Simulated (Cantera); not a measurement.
What does this Cantera script print?

```python
import numpy as np
import cantera as ct

gas_names = [...]  # 110 gases of nasa_gas.yaml made of C, F, H
cond_names = """
    C(gr) C6H6(L) C7H8(L) C8H18(L),n-octa
""".split()


# ... load() reads the species with a 1 bar reference pressure and builds the phases ...
atoms = {
    'CH2F2': {'C': 1, 'H': 2, 'F': 2},
    'H2': {'H': 2},
}
top_T = {'C(gr)': 4500}  # K; cautious upper limits of use, not melting points


# ... equilibrate(T, P, feed) seeds the gas with the atoms and calls Mixture.equilibrate('TP', solver="vcs", rtol=1e-11, max_steps=5000) ...
results = []
feed = {'CH2F2': 1, 'H2': 10}  # mol
P = 180  # Pa
for T in [2500, 3000, 3500, 4000, 4500, 5000]:
    mix = equilibrate(T, P, feed)
    results.append((T, P, feed, dict(zip(mix.species_names, mix.species_moles))))

top = {s: max(r[3][s] / sum(r[3][g] for g in gas_names) for r in results) for s in gas_names}
cols = sorted((s for s in top if top[s] > 1e-06), key=lambda s: -top[s])[:8]
seen = [c for c in cond_names if any(r[3].get(c, 0) > 1e-12 for r in results)]
print("log10 of partial pressures in bar; condensed amounts in mol")
print(f"{'T/K':>10s}" + "".join(f"{s[:9]:>10s}" for s in cols + seen))
for T, P, feed, n in results:
    ng = sum(n[g] for g in gas_names)
    print(f"{T:10.4g}" + "".join(f"{np.log10(max(n[s] / ng * P / 1e5, 1e-99)):10.3f}" for s in cols)
          + "".join(f"{n.get(c, 0):10.4g}" for c in seen))
```

Result:

```
log10 of partial pressures in bar; condensed amounts in mol
       T/K         H        H2        HF         F         C        C3 C2H2,acet        C2     C(gr)
      2500    -3.141    -3.082    -3.621    -6.360    -6.779    -6.304    -5.048    -7.339    0.8249
      3000    -2.824    -4.044    -3.822    -4.810    -4.723    -4.790    -6.107    -5.355         0
      3500    -2.803    -5.148    -4.433    -3.958    -4.164    -6.446    -9.091    -5.759         0
      4000    -2.801    -6.006    -5.442    -3.852    -4.144    -8.888   -12.151    -6.861         0
      4500    -2.800    -6.678    -6.304    -3.843    -4.143   -10.836   -14.563    -7.750         0
      5000    -2.800    -7.217    -7.003    -3.842    -4.146   -12.402   -16.496    -8.467         0
```

Method: chemical equilibrium by Gibbs-energy minimisation in Cantera with the NASA 1993 tables (ideal gas, pure condensed phases).
